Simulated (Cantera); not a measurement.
A closed system holds: 1 mol KOH, 0.11 mol H2O, 0.013 mol H2, held at 0.133 bar.

Method: chemical equilibrium by Gibbs-energy minimisation in Cantera with the NASA 1993 tables (ideal gas, pure condensed phases). Candidate condensed phases: H2O, K, KOH, KO2, K2O, K2O2; 15 gas species. Kinetics and transport are ignored.

Task: Which condensed phases are stable at each of these points (T (°C)): 1052, 1127, 1202, 1277, 1352, 1427, 1502?

Result: 
```json
[
 {"T (°C)": "1052", "condensed phases": "KOH(l)", "K condensed (%)": "10.8"},
 {"T (°C)": "1127", "condensed phases": "gas only", "K condensed (%)": "0.0"},
 {"T (°C)": "1202", "condensed phases": "gas only", "K condensed (%)": "0.0"},
 {"T (°C)": "1277", "condensed phases": "gas only", "K condensed (%)": "0.0"},
 {"T (°C)": "1352", "condensed phases": "gas only", "K condensed (%)": "0.0"},
 {"T (°C)": "1427", "condensed phases": "gas only", "K condensed (%)": "0.0"},
 {"T (°C)": "1502", "condensed phases": "gas only", "K condensed (%)": "0.0"}
]
```

At 1052 °C the condensed part is KOH(l). From 1127 °C to 1502 °C nothing is condensed.
